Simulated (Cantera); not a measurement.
# Carbothermic reduction: MgO + C + CO

Input: 1 mol MgO, a varied amount of C, 1.6 mol CO, equilibrated at 7.50 Torr.

Equilibrium computed with Cantera from the NASA thermochemical tables; the gas is ideal and each condensed phase is pure. Candidate condensed phases: C, Mg, MgCO₃, MgO; 15 gas species. Rates play no part.

Stable condensed phases:

```
T in °C \ n(C) in mol
          0.4 0.61 0.92  1.4  2.1  3.2  4.9  7.4
   2327     A    A    A    B    B    B    B    B
   2302     A    A    A    B    B    B    B    B
   2277     A    A    A    B    B    B    B    B
   2252     A    A    A    B    B    B    B    B
   2227     C    A    A    B    B    B    B    B
   2202     C    A    A    B    B    B    B    B
   2177     C    C    A    B    B    B    B    B
   2152     C    C    A    B    B    B    B    B
   2127     C    C    A    B    B    B    B    B
   2102     C    C    A    B    B    B    B    B
   2077     C    C    A    B    B    B    B    B
   2052     C    C    A    B    B    B    B    B
   2027     C    C    A    B    B    B    B    B
   2002     C    C    C    B    B    B    B    B
```

A: gas only; B: C; C: MgO.
